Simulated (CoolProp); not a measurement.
Saturation properties of vinyl chloride.

Values from CoolProp's reference Helmholtz-energy equation of state, Thol 2022.

| T (K) | p (kPa) | liquid density (kg/m³) | enthalpy of vaporisation (kJ/kg) | liquid cp (kJ/(kg K)) | vapour Z |
|---|---|---|---|---|---|
| 214.5 | 10.16 | 1049 | 391.2 | 1.482 | 0.9946 |
| 235.4 | 33.82 | 1012 | 374.4 | 1.473 | 0.9868 |
| 256.3 | 89.59 | 975.4 | 357.7 | 1.479 | 0.9733 |
| 277.3 | 201.1 | 937.8 | 340.4 | 1.498 | 0.9526 |
| 298.2 | 395.6 | 899.2 | 322.2 | 1.532 | 0.9238 |
| 319.2 | 707.7 | 858.2 | 302.1 | 1.584 | 0.8857 |
| 340.1 | 1170 | 814.0 | 279.2 | 1.662 | 0.8371 |
| 361.1 | 1828 | 764.2 | 252.0 | 1.793 | 0.7750 |
| 382 | 2720 | 704.7 | 217.5 | 2.046 | 0.6949 |

It boils at 259.3 K under 1 atm.
